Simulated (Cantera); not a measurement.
**Adiabatic ignition**

An adiabatic, constant-pressure homogeneous reactor starts with 1.81 % CH4, 11.0 % O2, 82.4 % N2, 4.35 % CO2, 0.417 % H2, at 1725 K and 3750 Torr.

Model: GRI-Mech 3.0 (53 species, 325 reactions), integrated in Cantera.

| t (s) | T (K) | x CH4 | x O2 | x CO2 | x NO | x HCN | x O |
|---|---|---|---|---|---|---|---|
| 4.00e-6 | 1725 | 0.0181 | 0.110 | 0.0435 | 2.08e-12 | <1e-12 | 5.11e-7 |
| 1.13e-5 | 1725 | 0.0180 | 0.110 | 0.0435 | 1.61e-11 | <1e-12 | 1.89e-6 |
| 3.17e-5 | 1740 | 0.0148 | 0.107 | 0.0435 | 1.26e-9 | 8.85e-10 | 3.99e-5 |
| 8.94e-5 | 2075 | <1e-12 | 0.0722 | 0.0570 | 1.47e-5 | <1e-12 | 0.00170 |
| 0.000252 | 2122 | <1e-12 | 0.0714 | 0.0608 | 2.75e-5 | <1e-12 | 0.000358 |
| 0.000710 | 2128 | <1e-12 | 0.0714 | 0.0613 | 3.87e-5 | <1e-12 | 0.000205 |
| 0.00200 | 2128 | <1e-12 | 0.0714 | 0.0613 | 6.53e-5 | <1e-12 | 0.000203 |
| 0.00563 | 2128 | <1e-12 | 0.0713 | 0.0613 | 0.000140 | <1e-12 | 0.000202 |
| 0.0159 | 2127 | <1e-12 | 0.0712 | 0.0613 | 0.000346 | <1e-12 | 0.000201 |
| 0.0447 | 2126 | <1e-12 | 0.0709 | 0.0613 | 0.000900 | <1e-12 | 0.000199 |
| 0.126 | 2123 | <1e-12 | 0.0703 | 0.0613 | 0.00223 | <1e-12 | 0.000194 |
| 0.355 | 2118 | <1e-12 | 0.0692 | 0.0613 | 0.00448 | <1e-12 | 0.000186 |
| 1.00 | 2115 | <1e-12 | 0.0684 | 0.0614 | 0.00592 | <1e-12 | 0.000181 |
x: mole fraction; the columns are a selection and need not sum to one.

```json
{
  "time_of_steepest_temperature_rise": "41.9 µs",
  "temperature at 1.00 s": "2115 K",
  "equilibrium_temperature": "2115 K",
  "x(CH4) at 1.00 s": "<1e-12 (gas-phase equilibrium <1e-12)",
  "x(O2) at 1.00 s": "0.0684 (gas-phase equilibrium 0.0684)",
  "x(CO2) at 1.00 s": "0.0614 (gas-phase equilibrium 0.0614)"
}
```
